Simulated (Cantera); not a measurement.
Input: 1 mol SiH₄, 0.17 mol H₂O, 0.38 mol H₂, held at 2148 K and 0.370 bar.

Method: chemical equilibrium by Gibbs-energy minimisation in Cantera with the NASA 1993 tables (ideal gas, pure condensed phases). Candidate condensed phases: H₂O, Si, SiO₂; 18 gas species. Gases not in the tables: Si₂H₆ and higher silanes. Kinetics and transport are ignored.

Base state: H₂ 0.930, SiO 0.0622, H 0.00661, Si 0.000594, SiH₂ 0.000216, SiH 0.000171, H₂O 1.04e-5 (mole fractions); condensed: Si(l).

Task: What changes in the equilibrium state with this change: temperature from 2148 K to 1650 K?

Result: 
```tsv
species	before	after
H₂	0.930	0.983
SiO	0.0622	0.0166
H	0.00661	0.000148
Si	0.000594	7.24e-7
SiH	0.000171	7.98e-7
SiH₂	0.000216	8.51e-6
Si(l), mol	0.827	0
Si(s), mol	0	0.893
SiO₂(β-quartz), mol	0	0.0634
```
Mutual solubility and eutectic melting of coexisting phases are not modelled. The tables hold silica as quartz up to 1696 K and as liquid above; real silica turns to tridymite and cristobalite and melts near 1996 K.

Task: What changes in the equilibrium state with this change: temperature from 2148 K to 825 K?

Result: 
```json
[
 {"species": "H₂", "before": "0.930", "after": "1.00"},
 {"species": "SiO", "before": "0.0622", "after": "<1e-9"},
 {"species": "H", "before": "0.00661", "after": "<1e-9"},
 {"species": "Si", "before": "0.000594", "after": "<1e-9"},
 {"species": "SiH₂", "before": "0.000216", "after": "<1e-9"},
 {"species": "Si(l), mol", "before": "0.827", "after": "0"},
 {"species": "Si(s), mol", "before": "0", "after": "0.915"},
 {"species": "SiO₂(α-quartz), mol", "before": "0", "after": "0.0850"}
]
```
